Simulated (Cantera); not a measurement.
A freely propagating, adiabatic, planar premixed flame of 45.7 % H₂, 11.4 % O₂, 42.9 % N₂, unburnt at 373 K and 100.0 Torr; mixture-averaged transport, grid criteria slope 0.08 and curve 0.16, no radiation.

Model: the H2/O2 subset of GRI-Mech 3.0, which has no nitrogen chemistry, integrated in Cantera. Burning velocities carry a grid error of a few per cent, more on coarse grids.

x: mole fraction of selected species; z is measured from the peak of heat release.

```json
[
 {"z (mm)": "-16.1", "T (K)": "373", "u (m/s)": "3.28", "x H₂": "0.457", "x O₂": "0.114", "x HO₂": "<1e-8", "x H": "<1e-8", "x OH": "<1e-8", "x H₂O": "<1e-8"},
 {"z (mm)": "-10.8", "T (K)": "373", "u (m/s)": "3.28", "x H₂": "0.457", "x O₂": "0.114", "x HO₂": "<1e-8", "x H": "<1e-8", "x OH": "<1e-8", "x H₂O": "<1e-8"},
 {"z (mm)": "-8.07", "T (K)": "373", "u (m/s)": "3.28", "x H₂": "0.457", "x O₂": "0.114", "x HO₂": "<1e-8", "x H": "<1e-8", "x OH": "<1e-8", "x H₂O": "<1e-8"},
 {"z (mm)": "-5.38", "T (K)": "373", "u (m/s)": "3.28", "x H₂": "0.457", "x O₂": "0.114", "x HO₂": "<1e-8", "x H": "<1e-8", "x OH": "<1e-8", "x H₂O": "<1e-8"},
 {"z (mm)": "-2.69", "T (K)": "383", "u (m/s)": "3.36", "x H₂": "0.455", "x O₂": "0.114", "x HO₂": "[?]", "x H": "[?]", "x OH": "[?]", "x H₂O": "[?]"},
 {"z (mm)": "-1.35", "T (K)": "621", "u (m/s)": "5.34", "x H₂": "0.423", "x O₂": "0.108", "x HO₂": "4.30e-5", "x H": "0.00995", "x OH": "0.000447", "x H₂O": "0.0189"},
 {"z (mm)": "0", "T (K)": "1037", "u (m/s)": "8.66", "x H₂": "0.298", "x O₂": "0.0659", "x HO₂": "1.26e-5", "x H": "0.0695", "x OH": "0.00135", "x H₂O": "0.111"},
 {"z (mm)": "1.35", "T (K)": "1282", "u (m/s)": "10.7", "x H₂": "0.199", "x O₂": "[?]", "x HO₂": "[?]", "x H": "0.112", "x OH": "0.00231", "x H₂O": "0.221"},
 {"z (mm)": "2.69", "T (K)": "1372", "u (m/s)": "11.3", "x H₂": "0.191", "x O₂": "0.00128", "x HO₂": "2.16e-7", "x H": "0.110", "x OH": "0.00249", "x H₂O": "0.237"},
 {"z (mm)": "5.38", "T (K)": "1470", "u (m/s)": "12.1", "x H₂": "0.199", "x O₂": "0.000727", "x HO₂": "1.11e-7", "x H": "0.0971", "x OH": "0.00300", "x H₂O": "0.239"},
 {"z (mm)": "10.8", "T (K)": "1582", "u (m/s)": "12.9", "x H₂": "0.208", "x O₂": "0.000600", "x HO₂": "8.35e-8", "x H": "0.0813", "x OH": "0.00348", "x H₂O": "0.241"},
 {"z (mm)": "21.5", "T (K)": "1699", "u (m/s)": "13.7", "x H₂": "0.219", "x O₂": "0.000436", "x HO₂": "5.79e-8", "x H": "0.0644", "x OH": "0.00369", "x H₂O": "0.244"},
 {"z (mm)": "43.0", "T (K)": "1810", "u (m/s)": "14.5", "x H₂": "0.229", "x O₂": "0.000273", "x HO₂": "3.72e-8", "x H": "0.0481", "x OH": "0.00351", "x H₂O": "0.247"}
]
```

### Question
What belongs in the gaps?

### Answer

- -2.69, x HO₂: 8.25e-5
- -2.69, x H: 6.17e-5
- -2.69, x OH: 3.18e-5
- -2.69, x H₂O: 0.000280
- 1.35, x O₂: 0.00892
- 1.35, x HO₂: 1.63e-6
